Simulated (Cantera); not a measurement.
An isothermal, constant-pressure homogeneous reactor starts with 41.7 % NO, 58.3 % N₂, at 1975 K and 105 Torr.

Computed with Cantera and GRI-Mech 3.0 (53 species, 325 reactions).

x: mole fraction; the columns are a selection and need not sum to one.

| t (s) | x NO | x O₂ | x N₂ | x NO₂ | x O |
|---|---|---|---|---|---|
| 0.000200 | 0.417 | 3.62e-8 | 0.583 | (withheld) | 4.54e-6 |
| 0.000478 | 0.417 | 2.08e-7 | 0.583 | (withheld) | 1.05e-5 |
| 0.00114 | 0.417 | 1.30e-6 | 0.583 | (withheld) | 2.48e-5 |
| 0.00274 | 0.417 | 9.72e-6 | 0.583 | (withheld) | 5.94e-5 |
| 0.00654 | 0.416 | 7.56e-5 | 0.583 | (withheld) | 0.000116 |
| 0.0156 | 0.416 | 0.000357 | 0.584 | 4.55e-5 | 0.000140 |
| 0.0374 | 0.414 | 0.00109 | 0.584 | 4.80e-5 | 0.000147 |
| 0.0894 | 0.411 | 0.00285 | 0.586 | (withheld) | 0.000160 |
| 0.214 | 0.402 | 0.00716 | 0.591 | (withheld) | 0.000188 |
| 0.511 | 0.381 | 0.0177 | 0.601 | (withheld) | 0.000241 |
| 1.22 | 0.331 | 0.0427 | 0.626 | 0.000102 | 0.000335 |
| 2.92 | 0.229 | 0.0937 | 0.677 | 0.000103 | 0.000468 |
| 6.99 | 0.0945 | 0.161 | 0.744 | (withheld) | 0.000599 |
| 16.7 | 0.0215 | 0.197 | 0.781 | (withheld) | 0.000659 |
| 40.0 | 0.00791 | 0.204 | 0.787 | (withheld) | 0.000669 |

**Question.** Fill in the missing entries.

**Answer.** 
- 0.000200, x NO₂: 2.96e-7
- 0.000478, x NO₂: 1.42e-6
- 0.00114, x NO₂: 5.74e-6
- 0.00274, x NO₂: 1.81e-5
- 0.00654, x NO₂: 3.76e-5
- 0.0894, x NO₂: 5.30e-5
- 0.214, x NO₂: 6.33e-5
- 0.511, x NO₂: 8.11e-5
- 6.99, x NO₂: 5.55e-5
- 16.7, x NO₂: 1.40e-5
- 40.0, x NO₂: 5.24e-6
